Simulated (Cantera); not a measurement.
**Diamond growth**

A diamond (100) surface in a fixed gas of H2 with x(CH4) = 0.0095, x(H) = 0.0037, at 1025 K, 9.00 Torr; coverages are run to steady state.

Model: the Harris–Goodwin 1993 mechanism for the reconstructed diamond (100) surface, integrated in Cantera.

| x(CH3) | growth (µm/h) | θ c6HH | θ c6H* | θ c6*H | θ c6** | θ c6HM |
|---|---|---|---|---|---|---|
| 1e-06 | 0.00513 | 0.575 | 0.0205 | 0.393 | 0.0114 | 9.51e-5 |
| 2.4e-06 | 0.0123 | 0.575 | 0.0205 | 0.393 | 0.0114 | 0.000228 |
| 6e-06 | 0.0307 | 0.575 | 0.0205 | 0.392 | 0.0114 | 0.000570 |
| 1.5e-05 | 0.0767 | 0.574 | 0.0205 | 0.392 | 0.0114 | 0.00142 |
| 3.6e-05 | 0.183 | 0.573 | 0.0204 | 0.391 | 0.0113 | 0.00340 |
| 8.8e-05 | 0.445 | 0.569 | 0.0203 | 0.388 | 0.0112 | 0.00825 |
| 0.00021 | 1.04 | 0.560 | 0.0200 | 0.382 | 0.0109 | 0.0193 |
| 0.00053 | 2.50 | 0.539 | 0.0192 | 0.366 | 0.0103 | 0.0465 |
| 0.0013 | 5.52 | 0.494 | 0.0175 | 0.335 | 0.00894 | 0.103 |
θ: site fractions in the mechanism's names (c6HH fully hydrogenated, c6H* and c6*H radical sites, c6** diradical, c6HM methylated).
